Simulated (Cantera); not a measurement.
Charge: 1 mol Si, 0.12 mol CO, 190 mol H₂, equilibrated at 1323.15 K and 36.0 mbar.

These are equilibrium values from Cantera (NASA tables, ideal gas, pure condensed phases), not measurements of a reactor. Candidate condensed phases: C, C₆H₆, C₇H₈, C₈H₁₈, H₂O, Si, SiC, SiO₂; 123 gas species. Mutual solubility and eutectic melting of coexisting phases are not modelled. The tables hold silica as quartz up to 1696 K and as liquid above; real silica turns to tridymite and cristobalite and melts near 1996 K. The numbers say what is thermodynamically allowed, not how fast it happens.

Base state: H₂ 1.000, SiO 0.000369 (mole fractions); condensed: Si(s) + SiC(s) + SiO₂(β-quartz).

Q: What changes in the equilibrium state with this change: Si replaced by Pb?

A: 
```tsv
species	before	after
H₂	1.000	0.994
Pb	0	0.00523
CO	4.84e-6	0.000622
SiO	0.000369	0
Si(s), mol	0.787	0
SiC(s), mol	0.119	0
SiO₂(β-quartz), mol	0.0245	0
```
Further candidate phases: Pb, PbO, PbO₂, Pb₃O₄.

Q: What changes in the equilibrium state with this change: temperature from 1323.15 K to 1123.15 K?

A: 
| species | before | after |
|---|---|---|
| H₂ | 1.000 | 1.000 |
| SiO | 0.000369 | 1.40e-6 |
| Si(s), mol | 0.787 | 0.820 |
| SiC(s), mol | 0.119 | 0.120 |
| SiO₂(β-quartz), mol | 0.0245 | 0.0599 |
